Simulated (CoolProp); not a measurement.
Ethanol along the isotherm 589.9 K: Z from the reference equation and from simpler models built on Tc = 514.7 K, pc = 6.268 MPa, ω = 0.644; each cubic takes its own stable root.

Computed with CoolProp (reference Helmholtz-energy equation of state, Schroeder 2014).

| p (MPa) | phase | reference |
|---|---|---|
| 0.627 | gas | 0.9844 |
| 1.25 | gas | 0.9687 |
| 1.88 | gas | 0.9523 |
| 2.51 | gas | 0.9355 |
| 3.13 | gas | 0.9185 |
| 3.76 | gas | 0.9006 |
| 4.39 | gas | 0.8821 |
| 5.01 | gas | 0.8632 |
| 5.64 | gas | 0.8431 |
| 6.27 | supercritical | 0.8221 |
| 6.89 | supercritical | 0.8003 |
| 7.52 | supercritical | 0.7771 |
| 8.15 | supercritical | 0.7527 |
| 8.78 | supercritical | 0.7271 |
| 9.4 | supercritical | 0.7008 |

### Question
How far does each simpler model (Pitzer virial, Redlich-Kwong, Soave-Redlich-Kwong, Peng-Robinson) lie from the reference over these 15 states: mean and median of the absolute difference, and the worst?

### Answer
- Pitzer virial: mean 1.8 %, median 2.0 %, worst -2.7 % at 589.9 K and 5.64 MPa
- Redlich-Kwong: mean 7.8 %, median 7.4 %, worst -15.9 % at 589.9 K and 9.4 MPa
- Soave-Redlich-Kwong: mean 1.4 %, median 1.5 %, worst -2.2 % at 589.9 K and 5.64 MPa
- Peng-Robinson: mean 3.9 %, median 4.4 %, worst -5.6 % at 589.9 K and 6.89 MPa
